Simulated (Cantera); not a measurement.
A closed system holds: 1 mol SiF4, 3.7 mol NH3, held at 652 °C and 0.100 bar.

Equilibrium computed with Cantera from the NASA thermochemical tables; the gas is ideal and each condensed phase is pure. Candidate condensed phases: Si, Si3N4; 37 gas species. The numbers say what is thermodynamically allowed, not how fast it happens.

Base state: H2 0.660, N2 0.220, SiF4 0.119, HF 0.000312, SiHF3 0.000143, NH3 2.50e-5 (mole fractions); condensed: Si3N4(s).

What changes in the equilibrium state with this change: temperature from 652 °C to 1375 °C?


```
species          before     after
-------------  --------  --------
H2                0.660     0.639
N2                0.220     0.218
SiF4              0.119    0.0944
HF             0.000312    0.0250
SiF3            1.11e-6    0.0185
SiF2              <1e-9   0.00163
H                 <1e-9  0.000225
SiH2F2          9.52e-8   4.56e-5
NH3             2.50e-5   9.84e-7
Si3N4(s), mol  0.000117         0
```
The tables' values for SiF3, SiF2 are old estimates; treat these amounts as uncertain.
